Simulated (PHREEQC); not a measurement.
Model water analysis in mg/L, 25 °C, pH 6.36, pe 0.9: Na 6.58; K 0.983; Ca 1.31; Mg 0.202; Cl 2.9; S(6) as SO4 6.85; Alkalinity as HCO3 10.4; Zn 0.112; F 0.159; Fe(2) 0.444; Br 0.447.

Valence states are taken as typed.

Computed with PHREEQC (ion-association model, phreeqc.dat).

This is a speciation only: nothing precipitates in the calculation.

**Question.** What charge-balance error does the model give?

**Answer.** charge-balance error 0.5 %.

**Question.** In which forms is Mg present?

**Answer.** Mg+2 98 %, MgSO4 1.3 % of the Mg.

Fluoro complexes past AlF4- and FeF3 are missing from the database.
